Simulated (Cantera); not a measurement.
A Cantera script and what it prints.

```python
import numpy as np
import cantera as ct

gas_names = """
    C CH CH2 CH3 CH2OH CH3O CH4 CH3OH CO CO2 COOH C2 C2H CHCO,ketyl C2H2,acetylene C2H2,vinylidene
    CH2CO,ketene C2H3,vinyl CH3CO,acetyl C2H4 C2H4O,ethylen CH3CHO,ethanal CH3COOH (HCOOH)2 C2H5 C2H6
    CH3OCH3 C2H5OH C2O C3 C3H3,propargyl C3H4,allene C3H4,propyne C3H4,cyclo- C3H5,allyl C3H6,propylene
    C3H6,cyclo- C3H6O C3H7,n-propyl C3H7,i-propyl C3H8 C3H8O,1propanol C3H8O,2propanol C3O2 C4 C4H2
    C4H4,1,3-cyclo- C4H6,butadiene C4H6,2-butyne C4H6,cyclo- C4H8,1-butene C4H8,cis2-buten
    C4H8,tr2-butene C4H8,isobutene C4H8,cyclo- (CH3COOH)2 C4H9,n-butyl C4H9,i-butyl C4H9,s-butyl
    C4H9,t-butyl C4H10,isobutane C4H10,n-butane C5 C5H6,1,3cyclo- C5H8,cyclo- C5H10,1-pentene
    C5H10,cyclo- C5H11,pentyl C5H11,t-pentyl C5H12,n-pentane C5H12,i-pentane CH3C(CH3)2CH3 C6H2
    C6H5,phenyl C6H5O,phenoxy C6H6 C6H5OH,phenol C6H10,cyclo- C6H12,1-hexene C6H12,cyclo- C6H13,n-hexyl
    C7H7,benzyl C7H8 C7H8O,cresol C7H14,1-heptene C7H15,n-heptyl C7H16,n-heptane C8H8,styrene
    C8H10,ethylbenz C8H16,1-octene C8H17,n-octyl C8H18,isooctane C8H18,n-octane C9H19,n-nonyl
    C10H8,naphthale C10H21,n-decyl C12H9,o-bipheny C12H10,bipheny H HCO HO2 H2 HCHO,formaldehy HCOOH H2O
    H2O2 O OH O2 O3
""".split()
cond_names = """
    C(gr) C6H6(L) C7H8(L) C8H18(L),n-octa H2O(s) H2O(L)
""".split()


def load(file, names, dense=False):
    # The tables refer to 1 bar. Condensed volumes are neglected.
    table = {s.name: s for s in ct.Species.list_from_file(file)}
    out = []
    for n in names:
        d = dict(table[n].input_data)
        d["thermo"] = dict(d["thermo"], **{"reference-pressure": 1e5})
        if dense:
            d["equation-of-state"] = {"model": "constant-volume", "density": "1e6 g/cm^3"}
        out.append(ct.Species.from_dict(d))
    return out


gas = ct.Solution(thermo="ideal-gas", species=load("nasa_gas.yaml", gas_names))
cond = {s.name: ct.Solution(thermo="fixed-stoichiometry", species=[s], name=s.name)
        for s in load("nasa_condensed.yaml", cond_names, dense=True)}
atoms = {
    'C6H6': {'C': 6, 'H': 6},
    'H2O': {'H': 2, 'O': 1},
    'H2': {'H': 2},
}
top_T = {'C(gr)': 4500}  # K; cautious upper limits of use, not melting points


def equilibrate(T, P, feed):
    n = {}
    for name, mol in feed.items():
        for a, k in atoms[name].items():
            n[a] = n.get(a, 0.0) + k * mol
    gas.TPX = T, P, n
    mass = sum(n.values()) * gas.mean_molecular_weight
    gas.equilibrate("TP")
    valid = [c for c in cond.values() if c.min_temp <= T <= top_T.get(c.name, c.max_temp)]
    mix = ct.Mixture([(gas, mass / gas.mean_molecular_weight)] + [(c, 0.0) for c in valid])
    mix.T, mix.P = T, P
    mix.equilibrate("TP", solver="vcs", rtol=1e-11, max_steps=5000)
    return mix


results = []
feed = {'C6H6': 1, 'H2O': 0.5, 'H2': 17}  # mol
T = 1575  # K
P = 960  # Pa
mix = equilibrate(T, P, feed)
results.append((T, P, feed, dict(zip(mix.species_names, mix.species_moles))))
print(gas.report(threshold=0.001))
for i in range(1, mix.n_phases):
    print(f"{mix.phase(i).name:16s} {mix.phase_moles(i):12.5e} mol")
```

It prints:

```
       temperature   1575 K
          pressure   960 Pa
           density   0.00019318 kg/m^3
  mean mol. weight   2.6351 kg/kmol
   phase of matter   gas

                          1 kg             1 kmol
                     ---------------   ---------------
          enthalpy        1.3774e+07        3.6296e+07  J
   internal energy        8.8044e+06          2.32e+07  J
           entropy             84144        2.2173e+05  J/K
    Gibbs function       -1.1875e+08       -3.1293e+08  J
 heat capacity c_p             12416             32717  J/K
 heat capacity c_v            9260.5             24402  J/K

                      mass frac. Y      mole frac. X     chem. pot. / RT
                     ---------------   ---------------   ---------------
                CO           0.25303          0.023805           -43.741
                H2            0.7465           0.97574           -23.417
     [ +108 minor]        0.00046761        0.00045658

C(gr)             5.49879e+00 mol
```

Method: chemical equilibrium by Gibbs-energy minimisation in Cantera with the NASA 1993 tables (ideal gas, pure condensed phases).
